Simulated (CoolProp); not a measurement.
Values from CoolProp's reference Helmholtz-energy equation of state, de Reuck 1993.

**Question.** Give the vapour pressure (MPa), vapour density (kg/m³), enthalpy of vaporisation (kJ/kg), surface tension (mN/m) of saturated methanol at 125.95, 132.85, 181.65 °C.

**Answer.** 
```
T (°C)  p (MPa)  vapour density (kg/m³)  enthalpy of vaporisation (kJ/kg)  surface tension (mN/m)
------  -------  ----------------------  --------------------------------  ----------------------
125.95    0.755                    8.52                               947                    13.0
132.85    0.907                    10.3                               924                    12.3
181.65     2.81                    34.5                               716                    6.74
```

Surface tension comes from a separate correlation (Mulero 2012).
